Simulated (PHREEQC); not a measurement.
Consider water at 75 °C with 0.0069 mol H2SeO4 per kg of water. Closed to the air; pH follows from the charge balance.

Equilibrium calculation in PHREEQC: ion-association model, wateq4f.dat.

| quantity | before | after |
|---|---|---|
| pH | 2.03 | 1.99 |
| ionic strength (mol/kgw) | 0.0140 | 0.0163 |
| SeO4-2 (mol/kgw) | 0.00355 | 0.00468 |
| HSeO4- (mol/kgw) | 0.00335 | 0.00222 |

Question: What was changed between the two runs?
(A) temperature from 75 to 40 °C
(B) H2SeO4 from 0.0069 to 0.00345 mol/kgw
(C) H2SeO4 from 0.0069 to 0.0103 mol/kgw
(D) H2SeO4 replaced by Na2SeO4 at the same molality
(E) diluted 10-fold with water

Answer: A, temperature from 75 to 40 °C

Precipitation was switched off in this run. At this temperature some constants are extrapolated from 25 °C, and those without enthalpy data are left unchanged.
